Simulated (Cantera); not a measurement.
**Premixed flame**

A freely propagating, adiabatic, planar premixed flame of CH4 : C2H6 : O2 : N2 = 1 : 0.03 : 1.62 : 6.09 (molar parts), unburnt at 650 K and 0.210 bar; unity-Lewis-number transport, grid criteria slope 0.08 and curve 0.16, no radiation.

Computed with Cantera and GRI-Mech 3.0 (53 species, 325 reactions). Unity Lewis numbers drop preferential diffusion, which matters most where H2 and H carry the flame. Burning velocities carry a grid error of a few per cent, more on coarse grids.

```json
[
 {"z (mm)": "-5.33", "T (K)": "650", "u (m/s)": "1.01", "x CH4": "0.114", "x C2H6": "0.00343", "x O2": "0.185", "x CH2": "<1e-8", "x CH2CO": "9.03e-8", "x H2": "2.02e-5"},
 {"z (mm)": "-3.55", "T (K)": "655", "u (m/s)": "1.02", "x CH4": "0.114", "x C2H6": "0.00343", "x O2": "0.185", "x CH2": "<1e-8", "x CH2CO": "9.60e-7", "x H2": "0.000215"},
 {"z (mm)": "-2.66", "T (K)": "672", "u (m/s)": "1.05", "x CH4": "0.113", "x C2H6": "0.00342", "x O2": "0.183", "x CH2": "<1e-8", "x CH2CO": "4.20e-6", "x H2": "0.000938"},
 {"z (mm)": "-1.78", "T (K)": "768", "u (m/s)": "1.20", "x CH4": "0.104", "x C2H6": "0.00335", "x O2": "0.172", "x CH2": "<1e-8", "x CH2CO": "2.24e-5", "x H2": "0.00499"},
 {"z (mm)": "-0.888", "T (K)": "1174", "u (m/s)": "1.87", "x CH4": "0.0674", "x C2H6": "0.00272", "x O2": "0.123", "x CH2": "2.49e-7", "x CH2CO": "0.000106", "x H2": "0.0233"},
 {"z (mm)": "-0.444", "T (K)": "1551", "u (m/s)": "2.53", "x CH4": "0.0322", "x C2H6": "0.00115", "x O2": "0.0750", "x CH2": "1.73e-5", "x CH2CO": "0.000169", "x H2": "0.0405"},
 {"z (mm)": "0", "T (K)": "1900", "u (m/s)": "3.17", "x CH4": "0.00527", "x C2H6": "4.46e-5", "x O2": "0.0291", "x CH2": "9.57e-5", "x CH2CO": "9.04e-5", "x H2": "0.0497"},
 {"z (mm)": "0.444", "T (K)": "2024", "u (m/s)": "3.40", "x CH4": "0.000219", "x C2H6": "8.33e-8", "x O2": "0.00968", "x CH2": "1.76e-5", "x CH2CO": "8.95e-6", "x H2": "0.0443"},
 {"z (mm)": "0.888", "T (K)": "2044", "u (m/s)": "3.43", "x CH4": "5.27e-6", "x C2H6": "<1e-8", "x O2": "0.00551", "x CH2": "7.44e-7", "x CH2CO": "3.97e-7", "x H2": "0.0427"},
 {"z (mm)": "1.78", "T (K)": "2059", "u (m/s)": "3.45", "x CH4": "<1e-8", "x C2H6": "<1e-8", "x O2": "0.00430", "x CH2": "<1e-8", "x CH2CO": "<1e-8", "x H2": "0.0438"},
 {"z (mm)": "3.55", "T (K)": "2081", "u (m/s)": "3.48", "x CH4": "<1e-8", "x C2H6": "<1e-8", "x O2": "0.00377", "x CH2": "<1e-8", "x CH2CO": "<1e-8", "x H2": "0.0440"},
 {"z (mm)": "7.10", "T (K)": "2113", "u (m/s)": "3.53", "x CH4": "<1e-8", "x C2H6": "<1e-8", "x O2": "0.00313", "x CH2": "<1e-8", "x CH2CO": "<1e-8", "x H2": "0.0436"},
 {"z (mm)": "14.2", "T (K)": "2156", "u (m/s)": "3.59", "x CH4": "<1e-8", "x C2H6": "<1e-8", "x O2": "0.00229", "x CH2": "<1e-8", "x CH2CO": "<1e-8", "x H2": "0.0429"}
]
```
x: mole fraction of selected species; z is measured from the peak of heat release.

```
Quantity                     Value
------------------------  --------
laminar burning velocity  101 cm/s
thermal thickness          1.78 mm
peak x(CH2)                9.60e-5
peak x(CH2CO)             0.000170
peak x(H2)                  0.0498
grid points                    140
```
